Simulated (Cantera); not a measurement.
Feed: 1 mol ZrO₂, 4.9 mol H₂, 2.4 mol N₂, equilibrated at 1373.15 K and 0.00133 bar.

These are equilibrium values from Cantera (NASA tables, ideal gas, pure condensed phases), not measurements of a reactor. Candidate condensed phases: H₂O, Zr, ZrN, ZrO₂; 28 gas species. Rates play no part.

Base state: H₂ 0.671, N₂ 0.329, H 7.49e-5 (mole fractions); condensed: ZrO₂(monoclinic).

Question: What changes in the equilibrium state with this change: temperature from 1373.15 K to 2200 K?

Answer: 
```json
[
 {"species": "H₂", "before": "0.671", "after": "0.574"},
 {"species": "N₂", "before": "0.329", "after": "0.310"},
 {"species": "H", "before": "7.49e-5", "after": "0.117"},
 {"species": "ZrO", "before": "<1e-9", "after": "5.80e-5"},
 {"species": "H₂O", "before": "1.18e-6", "after": "5.64e-5"},
 {"species": "ZrO₂(monoclinic), mol", "before": "1.000", "after": "0"},
 {"species": "ZrO₂(tetragonal), mol", "before": "0", "after": "1.000"}
]
```
